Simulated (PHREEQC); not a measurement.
Synthetic water in mg/kgw, 20 °C, pH 5.77, pe 8.2:

| constituent | mg/kgw |
|---|---|
| Na | 0.256 |
| K | 0.07 |
| Ca | 0.163 |
| Mg | 0.0997 |
| Cl | 0.0328 |
| S(6) as SO4 | 0.225 |
| Alkalinity as HCO3 | 1.52 |
| Pb | 0.0115 |
| Ba | 0.0033 |
| Li | 0.00058 |
| Cd | 0.0216 |
| Si as SiO2 | 0.000651 |

Valence states are taken as typed.

Equilibrium calculation in PHREEQC: ion-association model, wateq4f.dat.

Each row changes one thing in this solution. No solid was allowed to form.

```tsv
case	CO2 (mol/kgw)	Pb+2 (mol/kgw)	PbHCO3+ (mol/kgw)	CO3-2 (mol/kgw)	PbOH+ (mol/kgw)	PbCO3 (mol/kgw)	SI of Otavite (CdCO3)	SI of Quartz (SiO2)
as made	0.000108	5.32e-8	1.09e-9	6.75e-10	5.97e-10	5.87e-10	-3.81	-3.91
pH from 5.77 to 6.77 at the same alkalinity	1.02e-5	4.49e-8	8.65e-10	6.34e-9	5.04e-9	…	-2.84	-3.91
pH from 5.77 to 6.27 at the same alkalinity	3.27e-5	5.09e-8	9.99e-10	…	…	…	-3.33	-3.91
K from 0.07 to 0.035 mg/kgw	0.000108	5.32e-8	1.09e-9	6.75e-10	5.97e-10	5.87e-10	-3.81	-3.91
Li from 0.00058 to 0.00174 mg/kgw	0.000108	5.32e-8	1.09e-9	6.75e-10	5.97e-10	5.87e-10	-3.81	-3.91
```

**Question.** Fill in the missing entries.

**Answer.** 
- pH from 5.77 to 6.77 at the same alkalinity, PbCO3 (mol/kgw): 4.66e-9
- pH from 5.77 to 6.27 at the same alkalinity, CO3-2 (mol/kgw): 2.04e-9
- pH from 5.77 to 6.27 at the same alkalinity, PbOH+ (mol/kgw): 1.81e-9
- pH from 5.77 to 6.27 at the same alkalinity, PbCO3 (mol/kgw): 1.70e-9

Complexes and solids missing from the database can't appear.
